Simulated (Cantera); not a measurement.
## PbO + H2 (iron carbonyl, mercury and lead vapours)

Charge: 1 mol PbO, 0.38 mol H2, equilibrated at 17.0 Pa.

These are equilibrium values from Cantera (NASA tables, ideal gas, pure condensed phases), not measurements of a reactor. Candidate condensed phases: H2O, Pb, PbO, PbO2, Pb3O4; 12 gas species. Mutual solubility and eutectic melting of coexisting phases are not modelled. Equilibrium is a limit: real reactors are often held back by kinetics, nucleation or transport.

| T (°C) | x H2O | x Pb | x PbO | x O2 | x H2 | n Pb(l) | n PbO(red) | n PbO(yellow) | n PbO(l) |
|---|---|---|---|---|---|---|---|---|---|
| 402 | 1.000 | 1.99e-6 | 1.61e-10 | <1e-12 | 3.11e-5 | 0.380 | 0.620 | 0 | 0 |
| 452 | 1.000 | 1.98e-5 | 5.19e-9 | <1e-12 | 4.22e-5 | 0.380 | 0.620 | 0 | 0 |
| 502 | 1.000 | 0.000146 | 1.06e-7 | <1e-12 | 5.55e-5 | 0.380 | 0 | 0.620 | 0 |
| 552 | 0.999 | 0.000844 | 1.48e-6 | <1e-12 | 7.13e-5 | 0.380 | 0 | 0.620 | 0 |
| 602 | 0.996 | 0.00397 | 1.51e-5 | 1.13e-12 | 8.93e-5 | 0.378 | 0 | 0.620 | 0 |
| 652 | 0.984 | 0.0157 | 0.000120 | 2.93e-11 | 0.000109 | 0.374 | 0 | 0.620 | 0 |
| 702 | 0.945 | 0.0539 | 0.000763 | 5.40e-10 | 0.000127 | 0.358 | 0 | 0.620 | 0 |
| 752 | 0.832 | 0.164 | 0.00403 | 7.43e-9 | 0.000134 | 0.305 | 0 | 0.618 | 0 |
| 802 | 0.535 | 0.447 | 0.0181 | 7.96e-8 | 0.000102 | 0.0627 | 0 | 0.607 | 0 |
| 852 | 0.465 | 0.465 | 0.0709 | 3.95e-6 | 4.32e-5 | 0 | 0 | 0.562 | 0 |
| 902 | 0.381 | 0.382 | 0.237 | 0.000206 | 1.52e-5 | 0 | 0 | 0 | 0.383 |
| 952 | 0.274 | 0.282 | 0.440 | 0.00373 | 7.29e-6 | 0 | 0 | 0 | 0 |
x: gas mole fraction; n: condensed amount in mol.

From 402 °C to 452 °C the condensed part is Pb(l) + PbO(red). From 502 °C to 802 °C the condensed part is Pb(l) + PbO(yellow). At 852 °C the condensed part is PbO(yellow). At 902 °C the condensed part is PbO(l). At 952 °C nothing is condensed. The main Pb-bearing gas is Pb at 402 °C and PbO at 952 °C.
